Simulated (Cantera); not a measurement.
A closed system holds: 1 mol SiHCl3, 0.062 mol HCl, 22 mol H2, held at 825 °C and 92.0 mbar.

Equilibrium computed with Cantera from the NASA thermochemical tables; the gas is ideal and each condensed phase is pure. Candidate condensed phases: Si; 19 gas species. The tables' values for SiCl3 are old estimates; treat these amounts as uncertain. Kinetics and transport are ignored.

### Question
What is the equilibrium state?

### Answer
```
Quantity       Result
----------  ---------
x(H2)           0.942
x(HCl)         0.0292
x(SiCl4)       0.0171
x(SiHCl3)     0.00803
x(SiCl2)      0.00183
x(SiCl3)      0.00149
x(SiH2Cl2)   0.000451
x(SiH3Cl)     6.72e-6
n(Si(s))    0.323 mol
gas amount  23.45 mol
```
